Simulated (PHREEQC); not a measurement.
# Cooling-tower water

Model water analysis in mg/L, 25 °C, pH 6.5, pe 10.6:

| constituent | mg/L |
|---|---|
| Na | 123 |
| K | 1.89 |
| Ca | 18.1 |
| Mg | 168 |
| Cl | 504 |
| S(6) as SO4 | 220 |
| Alkalinity as HCO3 | 93.4 |
| Cd | 36 |

Valence states are taken as typed.

All values are PHREEQC results (ion-association model, phreeqc.dat), not measurements.

ionic strength: 0.0272 mol/kgw
specific conductance: 2050 µS/cm
charge-balance error: 1.1 %

```csv
species,molality,activity,log γ
Cl-,0.0141,0.0120,-0.070
Mg+2,0.00619,0.00345,-0.254
Na+,0.00533,0.00457,-0.067
SO4-2,0.00154,0.000836,-0.266
HCO3-,0.00146,0.00126,-0.065
CO2,0.000888,0.000894,0.003
MgSO4,0.000672,0.000676,0.003
Ca+2,0.000414,0.000228,-0.260
```

No solid was allowed to form. Examples of supersaturated solids here: Otavite. Others may be too. Complexes and solids missing from the database can't appear.
